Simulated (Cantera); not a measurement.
Input: 1 mol SiC, 0.024 mol Si, 0.029 mol H2, held at 18.0 mbar.

These are equilibrium values from Cantera (NASA tables, ideal gas, pure condensed phases), not measurements of a reactor. Candidate condensed phases: C, C6H6, C7H8, C8H18, Si, SiC; 87 gas species. Mutual solubility and eutectic melting of coexisting phases are not modelled. Gases not in the tables: Si2H6 and higher silanes. The numbers say what is thermodynamically allowed, not how fast it happens.

Q: What share of the Si ends up in condensed phases as a function of T (°C), at 1525, 1625, 1725, 1825, 1925, 2025, 2125, 2225, 2325, 2425, 2525, 2625, 2725?

A: 
```
T (°C)  Si condensed (%)              as
------  ----------------  --------------
1525               100.0  Si(l) + SiC(s)
1625               100.0  Si(l) + SiC(s)
1725               100.0  Si(l) + SiC(s)
1825               100.0  Si(l) + SiC(s)
1925                99.9  Si(l) + SiC(s)
2025                99.8  Si(l) + SiC(s)
2125                99.5  Si(l) + SiC(s)
2225                98.3  Si(l) + SiC(s)
2325                97.0          SiC(s)
2425                92.1          SiC(s)
2525                 0.0               -
2625                 0.0               -
2725                 0.0               -
```
